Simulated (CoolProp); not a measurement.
A single-stage vapour-compression cycle with the fluid: evaporating at 303.15 K (dew point), condensing at 368.15 K (bubble point), superheat 2 K, subcooling 0 K, compressor efficiency 0.8, no pressure losses. The same conditions are run with several fluids, on thermodynamics alone (safety and materials aside).

Values from CoolProp's reference Helmholtz-energy equation of state of each fluid (benzene: Thol 2012; R21: Platzer 1990; R1233zd(E): Akasaka 2022; isobutane: Bücker 2006; c-C4F8 (RC318): Platzer 1990; trans-2-butene: Lemmon 2005). The equations of Platzer and Polt are older, rougher fits.

Rank benzene, R21, R1233zd(E), isobutane, c-C4F8 (RC318), trans-2-butene by cooling COP, highest first.

benzene (3.08), R21 (2.89), R1233zd(E) (2.56), trans-2-butene (2.53), isobutane (2.12), c-C4F8 (RC318) (1.16)

```json
[
 {"fluid": "benzene", "pressure ratio": "9.86", "discharge temperature (K)": "390.1", "refrigerating effect (kJ/kg)": "312", "volumetric capacity (kJ/m³)": "154"},
 {"fluid": "R21", "pressure ratio": "5.55", "discharge temperature (K)": "403.7", "refrigerating effect (kJ/kg)": "156", "volumetric capacity (kJ/m³)": "1450"},
 {"fluid": "R1233zd(E)", "pressure ratio": "6.02", "discharge temperature (K)": "369.5", "refrigerating effect (kJ/kg)": "107", "volumetric capacity (kJ/m³)": "902"},
 {"fluid": "isobutane", "pressure ratio": "4.47", "discharge temperature (K)": "368.2", "refrigerating effect (kJ/kg)": "148", "volumetric capacity (kJ/m³)": "1540"},
 {"fluid": "c-C4F8 (RC318)", "pressure ratio": "5.07", "discharge temperature (K)": "368.1", "refrigerating effect (kJ/kg)": "22.7", "volumetric capacity (kJ/m³)": "734"},
 {"fluid": "trans-2-butene", "pressure ratio": "4.99", "discharge temperature (K)": "372.5", "refrigerating effect (kJ/kg)": "213", "volumetric capacity (kJ/m³)": "1400"}
]
```

The compression ends wet for: isobutane; c-C4F8 (RC318).
